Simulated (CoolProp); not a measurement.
CH2F2 (R32) along the isotherm 161.85 °C: fugacity coefficient from the reference equation and from simpler models built on Tc = 78.1 °C, pc = 5.783 MPa, ω = 0.277; each cubic takes its own stable root.

The numbers come from the reference Helmholtz-energy equation of state, Tillner-Roth 1997 in CoolProp.

| p (MPa) | phase | reference |
|---|---|---|
| 1.61 | gas | 0.9515 |
| 3.21 | gas | 0.9051 |
| 4.82 | gas | 0.8602 |
| 6.43 | supercritical | 0.8172 |
| 8.03 | supercritical | 0.7765 |
| 9.64 | supercritical | 0.7376 |
| 11.2 | supercritical | 0.7021 |
| 12.9 | supercritical | 0.6663 |
| 14.5 | supercritical | 0.6354 |

How far does each simpler model (van der Waals, Redlich-Kwong, Soave-Redlich-Kwong, Peng-Robinson) lie from the reference over these 9 states: mean and median of the absolute difference, and the worst?


- van der Waals: mean 1.6 %, median 1.3 %, worst -3.7 % at 161.85 °C and 14.5 MPa
- Redlich-Kwong: mean 0.6 %, median 0.7 %, worst -1.0 % at 161.85 °C and 12.9 MPa
- Soave-Redlich-Kwong: mean 4.1 %, median 3.8 %, worst +8.3 % at 161.85 °C and 14.5 MPa
- Peng-Robinson: mean 0.6 %, median 0.3 %, worst +2.2 % at 161.85 °C and 14.5 MPa
